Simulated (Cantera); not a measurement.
Input: 1 mol CS₂, 0.1 mol H₂O, 11 mol H₂, held at 0.630 Torr.

Method: chemical equilibrium by Gibbs-energy minimisation in Cantera with the NASA 1993 tables (ideal gas, pure condensed phases). Candidate condensed phases: C, C₆H₆, C₇H₈, C₈H₁₈, H₂O, H₂SO₄, S; 123 gas species. Equilibrium is a limit: real reactors are often held back by kinetics, nucleation or transport.

Problem. At 1225 °C, list the 7 most abundant gas species with their mole fractions, and the condensed phases.

Solution. H₂ 0.900, CS₂ 0.0613, S₂ 0.0118, H₂S 0.0104, CO 0.00821, CS 0.00579, SH 0.00166. Condensed: C(graphite).
